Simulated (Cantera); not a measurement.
Input: 1 mol Si2H6, 0.48 mol NO, 64 mol N2, held at 1523.15 K.

Cantera equilibrium calculation (NASA polynomials, part measured and part estimated; ideal gas, pure solids and liquids). Candidate condensed phases: H2O, Si, SiO2, Si2N2O, Si3N4; 35 gas species. The feed counts by its element totals alone. Mutual solubility and eutectic melting of coexisting phases are not modelled. Equilibrium is a limit: real reactors are often held back by kinetics, nucleation or transport.

x: gas mole fraction; n: condensed amount in mol.

```
P (Pa)   x N2    x H2    x SiO       x H      x Si    x Si2N     x SiN  n Si(s)  n Si2N2O(s)  n Si3N4(s)
------  -----  ------  -------  --------  --------  --------  --------  -------  -----------  ----------
5       0.948  0.0439  0.00708  0.000686  0.000362   4.48e-6   2.90e-6     1.49            0           0
36      0.952  0.0451        …         …         …         …   3.91e-7        0            …           …
260     0.954  0.0453        …         …         …         …   3.89e-8        0        0.468       0.351
1900    0.955  0.0454  1.27e-5   3.58e-5   2.44e-8  1.51e-10   3.82e-9        0        0.479       0.347
14000   0.955  0.0454  8.84e-7   1.32e-5  8.73e-10  3.88e-12  3.72e-10        0        0.480       0.347
100000  0.955  0.0454  6.43e-8   4.93e-6  3.30e-11    <1e-12  3.75e-11        0        0.480       0.347
```

Question: Complete the blanks.

Answer: 
- 260, x SiO: 0.000180
- 260, x H: 9.67e-5
- 260, x Si: 6.70e-7
- 260, x Si2N: 5.79e-9
- 36, x SiO: 0.00251
- 36, x H: 0.000259
- 36, x Si: 1.81e-5
- 36, x Si2N: 2.18e-7
- 36, n Si2N2O(s): 0.313
- 36, n Si3N4(s): 0.402
